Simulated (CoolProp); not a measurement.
Vapour-liquid equilibrium of ethanol (1) + o-xylene (2) at 397.2 K; x and y are mole fractions of (1).

Values from CoolProp's multi-fluid Helmholtz-energy mixture model, Schroeder 2014 and Zhou 2012; pair parameters Bell 2016.

Give the bubble pressure and the first vapour's composition at x = 0.05, 0.45, 0.65. Is there an azeotrope?

x = 0.05: 0.1350 MPa, y = 0.582; x = 0.45: 0.3561 MPa, y = 0.867; x = 0.65: 0.3952 MPa, y = 0.897. No azeotrope shows between x = 0.05 and 0.95.

Pair parameters are fitted to limited data, so mixtures are less certain than the pure fluids. With so large a gap from Raoult's law the liquid may split in two, which this calculation doesn't test in full.
